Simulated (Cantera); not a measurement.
# Silicon nitride deposition: SiH4 + N2

Charge: 1 mol SiH4, 81 mol N2, at 24.0 Pa.

Method: chemical equilibrium by Gibbs-energy minimisation in Cantera with the NASA 1993 tables (ideal gas, pure condensed phases). Candidate condensed phases: Si, Si3N4; 18 gas species. The tables' values for SiN are old estimates; treat these amounts as uncertain. Kinetics and transport are ignored.

| T (K) | x N2 | x H2 | x H | x Si | x Si2N | x SiN | x Si2 | x SiH | n Si3N4(s) | n Si(s) | n Si(l) |
|---|---|---|---|---|---|---|---|---|---|---|---|
| 1500 | 0.976 | 0.0242 | 0.000177 | 1.51e-5 | 1.54e-7 | 2.97e-7 | 6.67e-9 | 1.17e-7 | 0.333 | 0 | 0 |
| 1550 | 0.975 | 0.0241 | 0.000316 | 9.00e-5 | 1.49e-6 | 1.44e-6 | 1.06e-7 | 5.69e-7 | 0.331 | 0 | 0 |
| 1600 | 0.975 | 0.0238 | 0.000542 | 0.000406 | 8.98e-6 | 5.35e-6 | 1.01e-6 | 2.12e-6 | 0 | 0.964 | 0 |
| 1650 | 0.974 | 0.0236 | 0.000901 | 0.00112 | 2.16e-5 | 1.23e-5 | 3.76e-6 | 4.85e-6 | 0 | 0.901 | 0 |
| 1700 | 0.972 | 0.0233 | 0.00145 | 0.00283 | 4.72e-5 | 2.62e-5 | 1.24e-5 | 1.03e-5 | 0 | 0 | 0.751 |
| 1750 | 0.969 | 0.0228 | 0.00227 | 0.00625 | 8.37e-5 | 4.92e-5 | 3.23e-5 | 1.93e-5 | 0 | 0 | 0.450 |
| 1800 | 0.963 | 0.0220 | 0.00343 | 0.0114 | 0.000107 | 7.68e-5 | 5.95e-5 | 2.99e-5 | 0 | 0 | 0 |
| 1850 | 0.962 | 0.0212 | 0.00506 | 0.0116 | 4.46e-5 | 6.77e-5 | 3.51e-5 | 2.60e-5 | 0 | 0 | 0 |
| 1900 | 0.961 | 0.0201 | 0.00726 | 0.0117 | 1.92e-5 | 5.95e-5 | 2.09e-5 | 2.23e-5 | 0 | 0 | 0 |
| 1950 | 0.959 | 0.0186 | 0.0101 | 0.0117 | 8.53e-6 | 5.24e-5 | 1.27e-5 | 1.90e-5 | 0 | 0 | 0 |
| 2000 | 0.958 | 0.0168 | 0.0136 | 0.0117 | 3.94e-6 | 4.63e-5 | 7.87e-6 | 1.60e-5 | 0 | 0 | 0 |
| 2050 | 0.956 | 0.0147 | 0.0178 | 0.0117 | 1.88e-6 | 4.12e-5 | 4.98e-6 | 1.33e-5 | 0 | 0 | 0 |
x: gas mole fraction; n: condensed amount in mol.

From 1500 K to 1550 K the condensed part is Si3N4(s). From 1600 K to 1650 K the condensed part is Si(s). From 1700 K to 1750 K the condensed part is Si(l). From 1800 K to 2050 K nothing is condensed. The main Si-bearing gas is Si throughout.
